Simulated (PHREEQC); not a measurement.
Consider water at 25 °C with 1.7 mmol/kgw HCl and 32 mmol/kgw MnSO4. Closed to the air; pH follows from the charge balance.

All values are PHREEQC results (ion-association model, phreeqc.dat), not measurements.

### Question
The ionic strength comes out as 0.0813 mol/kgw. What activity coefficients do Cl-, HSO4-, MnCl+, H+, SO4-2 get?

### Answer
Cl- 0.78, HSO4- 0.79, MnCl+ 0.80, H+ 0.83, SO4-2 0.40.

No solid was allowed to form. Species that the database lacks are ignored.
